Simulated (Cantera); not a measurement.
Input (Python, Cantera):

```python
import numpy as np
import cantera as ct

gas = ct.Solution("gri30.yaml")
gas.TPX = 1323, 30000, {'N2O': 1, 'H2O': 1.1}
inlet = ct.Reservoir(gas, clone=True)

reactor = ct.IdealGasConstPressureReactor(gas, energy="off", clone=False)
exhaust = ct.Reservoir(gas, clone=True)
tau = [1.4, 0.58, 0.24, 0.097, 0.04, 0.016, 0.0066, 0.0027, 0.0011, 0.00046, 0.00019][0]
for a, b in ((inlet, reactor), (reactor, exhaust)):
    ct.MassFlowController(a, b, mdot=lambda t: reactor.mass / tau)
net = ct.ReactorNet([reactor])
show = ['N2O', 'H2O', 'H2O2', 'NO', 'HO2']

rows = []
print(f"{'tau/s':>10s}{'T/K':>9s}" + "".join(f"{s:>11s}" for s in show))
for tau in [1.4, 0.58, 0.24, 0.097, 0.04, 0.016, 0.0066, 0.0027, 0.0011, 0.00046, 0.00019]:
    net.initial_time = 0.0
    net.advance(30 * tau)
    before = gas.X
    net.advance(40 * tau)
    drift = np.max(np.abs(gas.X - before) / (gas.X + 1e-9))
    rows.append([gas.T, *gas[show].X, drift])
    print(f"{tau:10.3e}{gas.T:9.1f}" + "".join(f"{x:11.3e}" for x in gas[show].X))
```

It prints:

```
     tau/s      T/K        N2O        H2O       H2O2         NO        HO2
 1.400e+00   1323.0  6.413e-02  4.365e-01  1.773e-07  2.096e-02  1.002e-06
 5.800e-01   1323.0  1.211e-01  4.486e-01  2.216e-07  2.106e-02  1.556e-06
 2.400e-01   1323.0  2.051e-01  4.663e-01  2.676e-07  1.784e-02  2.556e-06
 9.700e-02   1323.0  3.028e-01  4.870e-01  3.123e-07  1.214e-02  4.242e-06
 4.000e-02   1323.0  3.819e-01  5.037e-01  3.478e-07  6.809e-03  6.404e-06
 1.600e-02   1323.0  4.324e-01  5.143e-01  3.721e-07  3.209e-03  8.556e-06
 6.600e-03   1323.0  4.570e-01  5.195e-01  3.816e-07  1.420e-03  1.000e-05
 2.700e-03   1323.0  4.682e-01  5.219e-01  3.745e-07  5.911e-04  1.074e-05
 1.100e-03   1323.0  4.730e-01  5.229e-01  3.430e-07  2.333e-04  1.084e-05
 4.600e-04   1323.0  4.749e-01  5.234e-01  2.750e-07  8.882e-05  1.017e-05
 1.900e-04   1323.0  4.757e-01  5.236e-01  1.629e-07  3.136e-05  7.891e-06
```

Computed with Cantera and GRI-Mech 3.0 (53 species, 325 reactions). GRI-Mech 3.0 was tuned for natural gas; its chemistry of N2O as a main component is partial and can be far from experiment. The mechanism lacks the step 2 NO + O2 → 2 NO2, which can matter for NO2 below about 1400 K. The temperature is held fixed by assumption; the heat of reaction is taken as removed at once.
